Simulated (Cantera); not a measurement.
Ignition delay

Mixture: CH₃OH : O₂ : N₂ = 1 : 1.81 : 4.7 (molar parts), at 750 Torr, adiabatic and at constant volume. Ignition delay is the time to a rise of 400 K.

Detailed kinetics in Cantera: GRI-Mech 3.0 (53 species, 325 reactions). GRI-Mech 3.0 was tuned for natural gas; its chemistry of methanol as a main component is partial and can be far from experiment.

| T0 (K) | delay (ms) |
|---|---|
| 1223 | 6.15 |
| 1273 | 2.88 |
| 1323 | 1.44 |
| 1373 | 0.761 |
| 1423 | 0.426 |
| 1473 | 0.251 |
| 1523 | 0.154 |
| 1573 | 0.0987 |

| Quantity | Value |
|---|---|
| apparent activation energy between 1473 and 1573 K | 180 kJ/mol |
